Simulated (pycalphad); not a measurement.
Source of the numbers: pycalphad with the COST 507 light-alloy database (1999); pressure 1 atm. These are 1990s assessments: newer ones move some temperatures and phases.

Molar enthalpy of Al-0.7565Si-0.8036Fe (wt.%) in equilibrium (SER reference):

```
T (K)  H (kJ/mol)                               phases
-----  ----------  -----------------------------------
1850        57.77                               LIQUID
1775        55.39                               LIQUID
1700        53.00                               LIQUID
1625        50.62                               LIQUID
1550        48.24                               LIQUID
1475        45.86                               LIQUID
1400        43.48                               LIQUID
1325        41.10                               LIQUID
1250        38.72                               LIQUID
1175        36.34                               LIQUID
1100        33.96                               LIQUID
1025        31.58                               LIQUID
950         29.20                               LIQUID
875         15.95  FCC_A1 + ALFESI_ALPHA + ALFESI_BETA
800         13.50                 FCC_A1 + ALFESI_BETA
725         11.23                 FCC_A1 + ALFESI_BETA
650          8.97    FCC_A1 + ALFESI_BETA + DIAMOND_A4
575          6.80    FCC_A1 + ALFESI_BETA + DIAMOND_A4
500          4.72    FCC_A1 + ALFESI_BETA + DIAMOND_A4
```

Cooling from 950 K to 875 K, across the freezing range, releases 13.3 kJ/mol, or 489 J/g. The slope is 32 J/(mol K) in the liquid and 33 J/(mol K) just below the solidus, where it includes any heat of precipitation. Liquidus 926 K, solidus 894 K. Changes were sought between steps of 75 K, so a narrower field can be missed.

Database names, with the compositions (at.%) that they take in these runs: ALFESI_ALPHA: Al 73 Fe 19 Si 8; ALFESI_BETA: Al 70 Si 15 Fe 15. FCC_A1 is fcc; DIAMOND_A4 is diamond (Si).
